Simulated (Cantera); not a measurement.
Source: NASA polynomial tables (part measured, part estimated), evaluated in Cantera. Values are per mole of reaction as written; species without (g) are pure solids or liquids, kept so even where they would boil at 1 bar.

Between 300 and 1348 K, where is each reaction favourable under standard conditions?
- BF3(g) + 3 H(g) = 3 HF(g) + B


- BF3(g) + 3 H(g) = 3 HF(g) + B: ΔG° is -315 kJ at 300 K and -221 kJ at 1348 K; it stays negative (K > 1). ΔH° is -358 kJ and ΔS° -101 J/K at 1348 K.
